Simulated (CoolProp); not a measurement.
The numbers come from the reference Helmholtz-energy equation of state, Penoncello 2003 in CoolProp.

For CHF3 (R23), give the phase and the density (kg/m³), cp (kJ/(kg K)), cv (kJ/(kg K)), Joule-Thomson coefficient (K/MPa) at 126.65 °C and 1.31 MPa.


- 126.65 °C and 1.31 MPa: gas; density 28.6, cp 0.907, cv 0.762, Joule-Thomson coefficient 5.57
